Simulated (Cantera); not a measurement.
A Cantera script and what it prints.

```python
import numpy as np
import cantera as ct

gas_names = [...]  # 118 gases of nasa_gas.yaml made of C, Cl, F, H
cond_names = """
    C(gr) C6H6(L) C7H8(L) C8H18(L),n-octa
""".split()


# ... load() reads the species with a 1 bar reference pressure and builds the phases ...
atoms = {
    'C2F6': {'C': 2, 'F': 6},
    'HCl': {'H': 1, 'CL': 1},
}
top_T = {'C(gr)': 4500}  # K; cautious upper limits of use, not melting points


# ... equilibrate(T, P, feed) seeds the gas with the atoms and calls Mixture.equilibrate('TP', solver="vcs", rtol=1e-11, max_steps=5000) ...
results = []
feed = {'C2F6': 1, 'HCl': 0.092}  # mol
P = 1333.22  # Pa
for T in [925, 975, 1025, 1075, 1125, 1175, 1225, 1275, 1325, 1375]:
    mix = equilibrate(T, P, feed)
    results.append((T, P, feed, dict(zip(mix.species_names, mix.species_moles))))
    x = sorted(zip(gas.X, gas.species_names), reverse=True)
    print(f"T = {T:g} K  P = {P:g} Pa  gas = {mix.phase_moles(0):.4g} mol")
    print("   x: " + "  ".join(f"{s} {v:.3e}" for v, s in x if v > 0.001))
    print("   condensed (mol): " + ("  ".join(f"{mix.phase(i).name} {mix.phase_moles(i):.4g}"
          for i in range(1, mix.n_phases) if mix.phase_moles(i) > 1e-12) or "none"))
```

Output:

```
T = 925 K  P = 1333.22 Pa  gas = 1.604 mol
   x: CF4 9.208e-01  HF 3.622e-02  HCL 2.115e-02  CL2 1.433e-02  CCLF3 7.262e-03
   condensed (mol): C(gr) 0.5115
T = 975 K  P = 1333.22 Pa  gas = 1.605 mol
   x: CF4 9.189e-01  HF 3.998e-02  HCL 1.734e-02  CL2 1.608e-02  CCLF3 7.360e-03
   condensed (mol): C(gr) 0.513
T = 1025 K  P = 1333.22 Pa  gas = 1.607 mol
   x: CF4 9.172e-01  HF 4.311e-02  CL2 1.747e-02  HCL 1.415e-02  CCLF3 7.376e-03
   condensed (mol): C(gr) 0.5143
T = 1075 K  P = 1333.22 Pa  gas = 1.608 mol
   x: CF4 9.157e-01  HF 4.567e-02  CL2 1.845e-02  HCL 1.153e-02  CCLF3 7.321e-03  CL 1.299e-03
   condensed (mol): C(gr) 0.5154
T = 1125 K  P = 1333.22 Pa  gas = 1.61 mol
   x: CF4 9.142e-01  HF 4.774e-02  CL2 1.898e-02  HCL 9.396e-03  CCLF3 7.196e-03  CL 2.448e-03
   condensed (mol): C(gr) 0.5163
T = 1175 K  P = 1333.22 Pa  gas = 1.613 mol
   x: CF4 9.126e-01  HF 4.941e-02  CL2 1.899e-02  HCL 7.647e-03  CCLF3 6.996e-03  CL 4.321e-03
   condensed (mol): C(gr) 0.5171
T = 1225 K  P = 1333.22 Pa  gas = 1.616 mol
   x: CF4 9.107e-01  HF 5.074e-02  CL2 1.838e-02  CL 7.167e-03  CCLF3 6.707e-03  HCL 6.202e-03
   condensed (mol): C(gr) 0.5177
T = 1275 K  P = 1333.22 Pa  gas = 1.619 mol
   x: CF4 9.085e-01  HF 5.182e-02  CL2 1.711e-02  CL 1.120e-02  CCLF3 6.318e-03  HCL 4.991e-03
   condensed (mol): C(gr) 0.5184
T = 1325 K  P = 1333.22 Pa  gas = 1.624 mol
   x: CF4 9.059e-01  HF 5.267e-02  CL 1.646e-02  CL2 1.516e-02  CCLF3 5.816e-03  HCL 3.964e-03
   condensed (mol): C(gr) 0.519
T = 1375 K  P = 1333.22 Pa  gas = 1.63 mol
   x: CF4 9.028e-01  HF 5.335e-02  CL 2.276e-02  CL2 1.266e-02  CCLF3 5.206e-03  HCL 3.088e-03
   condensed (mol): C(gr) 0.5196
```

Method: chemical equilibrium by Gibbs-energy minimisation in Cantera with the NASA 1993 tables (ideal gas, pure condensed phases). The feed counts by its element totals alone. Gases not in the tables: C2F6 and larger saturated fluorocarbons.
